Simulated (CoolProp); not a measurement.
A single-stage vapour-compression cycle with isobutene: evaporating at 307.15 K (dew point), condensing at 373.15 K (bubble point), superheat 2 K, subcooling 5 K, compressor efficiency 0.75, no pressure losses. Each further row changes one setting.

Computed with CoolProp (reference Helmholtz-energy equation of state, Lemmon 2005). It is a short technical equation, of lower accuracy than the large ones.

```csv
case,cooling COP,pressure ratio,discharge temperature (K),refrigerating effect (kJ/kg),volumetric capacity (kJ/m³)
as stated,2.32,4.61,377.5,190,1840
evaporating temperature 312.15 K,2.64,4.01,377.1,197,2170
condensing temperature 368.15 K,2.65,4.19,372.6,205,1980
subcooling 10 K,2.50,4.61,377.5,205,1980
superheat 12 K,2.40,4.61,386.6,208,1930
compressor efficiency 0.65,2.01,4.61,382.5,190,1840
```
